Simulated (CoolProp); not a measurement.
CF4 (R14) along the isotherm 217.8 K: Z from the reference equation and from simpler models built on Tc = 227.4 K, pc = 3.762 MPa, ω = 0.178; each cubic takes its own stable root.

Values from CoolProp's reference Helmholtz-energy equation of state, Platzer 1990. This equation is an older, rougher fit; its heat capacities, sound speeds and derivatives of the liquid may be far off and weren't checked against measurements.

```csv
p (MPa),phase,reference
0.0595,gas,0.9938
0.106,gas,0.9890
0.188,gas,0.9804
0.335,gas,0.9646
0.595,gas,0.9358
1.06,gas,0.8808
1.88,gas,0.7664
3.35,liquid,0.1521
5.95,liquid,0.2502
10.6,liquid,0.4172
18.8,liquid,0.6939
```

**Question.** How far does each simpler model (van der Waals, Redlich-Kwong, Soave-Redlich-Kwong, Peng-Robinson) lie from the reference over these 11 states: mean and median of the absolute difference, and the worst?

**Answer.** 
- van der Waals: mean 15.7 %, median 2.0 %, worst +54.8 % at 217.8 K and 3.35 MPa
- Redlich-Kwong: mean 3.5 %, median 0.1 %, worst +18.9 % at 217.8 K and 3.35 MPa
- Soave-Redlich-Kwong: mean 2.8 %, median 0.0 %, worst +15.3 % at 217.8 K and 3.35 MPa
- Peng-Robinson: mean 2.3 %, median 1.3 %, worst -8.9 % at 217.8 K and 18.8 MPa
